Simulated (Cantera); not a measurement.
Input: 1 mol C₂F₆, 0.44 mol H₂, equilibrated at 2175 K and 13.5 Torr.

These are equilibrium values from Cantera (NASA tables, ideal gas, pure condensed phases), not measurements of a reactor. The feed counts by its element totals alone. Gases not in the tables: C₂F₆ and larger saturated fluorocarbons. The numbers say what is thermodynamically allowed, not how fast it happens.

| species | before | after |
|---|---|---|
| HF | 0.342 | 0.784 |
| CF₂ | 0.191 | 0.0843 |
| CF₄ | 0.372 | 0.0722 |
| CF₃ | 0.0112 | 0.00327 |
| F | 0.0833 | 0.0553 |
| H | 4.29e-6 | 1.49e-5 |
| CF | 0.000852 | 0.000566 |
| C(graphite), mol | 0.518 | 1.26 |
Gas species are given as mole fractions.

**Question.** Which change was made?
A) H₂ from 0.44 to 1.8 mol
B) C₂F₆ replaced by CH₃F
C) H₂ from 0.44 to 7 mol
D) H₂ from 0.44 to 3.4 mol

**Answer.** A, H₂ from 0.44 to 1.8 mol
